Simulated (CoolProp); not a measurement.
Values from CoolProp's reference Helmholtz-energy equation of state, Lemmon 2003. It is a pseudo-pure fit of the blend.

Task: For R507A, give the phase and the density (kg/m³), speed of sound (m/s), expansivity (1/kK), fugacity coefficient at 59.05 °C and 1.16 MPa; 59.05 °C and 4.63 MPa; 59.05 °C and 8.1 MPa.

Result: 
- 59.05 °C and 1.16 MPa: gas; density 48.3, speed of sound 156, expansivity 5.02, fugacity coefficient 0.875
- 59.05 °C and 4.63 MPa: liquid; density 894, speed of sound 254, expansivity 8.60, fugacity coefficient 0.462
- 59.05 °C and 8.1 MPa: liquid; density 964, speed of sound 332, expansivity 5.20, fugacity coefficient 0.302
